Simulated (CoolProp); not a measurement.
R227EA along the isobar 5.08 bar: Z from the reference equation and from simpler models built on Tc = 374.9 K, pc = 29.25 bar, ω = 0.358; each cubic takes its own stable root.

Values from CoolProp's reference Helmholtz-energy equation of state, Lemmon 2016.

| T (K) | phase | reference | van der Waals | Redlich-Kwong |
|---|---|---|---|---|
| 172 | liquid | 0.03342 | 0.05636 | 0.03792 |
| 194.7 | liquid | 0.03063 | 0.05145 | 0.03473 |
| 217.5 | liquid | 0.02854 | 0.04781 | 0.03243 |
| 240.3 | liquid | 0.02700 | 0.04519 | 0.03084 |
| 263.1 | liquid | 0.02591 | 0.8651 | 0.02990 |
| 285.8 | liquid | 0.02526 | 0.8916 | 0.02964 |
| 308.6 | gas | 0.8647 | 0.9111 | 0.8877 |
| 331.4 | gas | 0.8997 | 0.9260 | 0.9101 |
| 354.1 | gas | 0.9228 | 0.9375 | 0.9267 |

At some of these states van der Waals gives the other phase, because its saturation line lies elsewhere.
